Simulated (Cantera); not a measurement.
Charge: 1 mol SrCl₂, 46 mol H₂, 0.17 mol N₂, held at 0.720 bar.

Method: chemical equilibrium by Gibbs-energy minimisation in Cantera with the NASA 1993 tables (ideal gas, pure condensed phases). Candidate condensed phases: NH₄Cl, Sr, SrCl₂; 15 gas species. The numbers say what is thermodynamically allowed, not how fast it happens.

**Question.** At 1348 K, list the 3 most abundant gas species with their mole fractions, and the condensed phases.

**Answer.** H₂ 0.996, N₂ 0.00368, SrCl₂ 4.50e-5. Condensed: SrCl₂(l).
